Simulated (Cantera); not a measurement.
A perfectly stirred reactor is fed with CO : H2 : CH4 : O2 : N2 = 1 : 0.84 : 1.3 : 4.89 : 18.4 (molar parts), equivalence ratio 0.72, at 16.0 bar; it is adiabatic with a 500 K inlet, and is followed from long to short residence time, starting on the burning branch (τ in s: 0.076, 0.035, 0.016, 0.0077, 0.0036, 0.0017, 0.00077, 0.00036, 0.00017, 7.8e-05, 3.6e-05, 1.7e-05, 7.9e-06).

Computed with Cantera and GRI-Mech 3.0 (53 species, 325 reactions). The pressure lies above the range GRI-Mech 3.0 was tuned for (to about 10 atm).

What does this change do: inlet temperature 500 to 750 K?


```json
[
 {"quantity": "blow-out, bracketed by the residence times tried", "before": "burning at 36.0 µs, out at 17.0 µs", "after": "burning at 7.90 µs, the shortest tried"},
 {"quantity": "x(CO) at τ = 76.0 ms", "before": "0.000313", "after": "0.00103"},
 {"quantity": "x(H2) at τ = 76.0 ms", "before": "9.03e-5", "after": "0.000275"},
 {"quantity": "x(CH4) at τ = 76.0 ms", "before": "6.30e-7", "after": "2.47e-7"},
 {"quantity": "x(N2O) at τ = 76.0 ms", "before": "1.03e-6", "after": "1.50e-6"},
 {"quantity": "x(CO2) at τ = 76.0 ms", "before": "0.0898", "after": "0.0890"},
 {"quantity": "x(CO) at τ = 0.770 ms", "before": "0.00206", "after": "0.00230"},
 {"quantity": "x(H2) at τ = 0.770 ms", "before": "0.000337", "after": "0.000471"},
 {"quantity": "x(CH4) at τ = 0.770 ms", "before": "3.73e-5", "after": "1.92e-5"},
 {"quantity": "x(N2O) at τ = 0.770 ms", "before": "1.96e-6", "after": "1.87e-6"},
 {"quantity": "x(CO2) at τ = 0.770 ms", "before": "0.0879", "after": "0.0876"}
]
```
